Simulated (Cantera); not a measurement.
Feed: 1 mol Si(CH₃)₄, 0.36 mol HCl, 120 mol H₂, 1.7 mol CH₄, equilibrated at 2023.15 K and 0.0100 bar.

These are equilibrium values from Cantera (NASA tables, ideal gas, pure condensed phases), not measurements of a reactor. Candidate condensed phases: C, C₆H₆, C₇H₈, C₈H₁₈, Si, SiC; 109 gas species. The numbers say what is thermodynamically allowed, not how fast it happens.

Base state: H₂ 0.977, H 0.0188, HCl 0.00270, C₂H₂ (acetylene) 0.000874, Si 0.000340, Cl 3.86e-5, SiH 2.16e-5, SiC₂ 1.57e-5 (mole fractions); condensed: C(graphite) + SiC(s).

Problem. What changes in the equilibrium state with this change: Si(CH₃)₄ replaced by CH₃SiH₃?

Solution. 
```csv
species,before,after
H₂,0.977,0.977
H,0.0188,0.0188
HCl,0.00270,0.00277
Cl,3.86e-5,3.95e-5
Si,0.000340,0.000340
C₂H₂ (acetylene),0.000874,0.000874
SiH,2.16e-5,2.16e-5
SiC₂,1.57e-5,1.57e-5
"C(graphite), mol",4.52,1.52
"SiC(s), mol",0.946,0.948
```
The feed counts by its element totals alone.
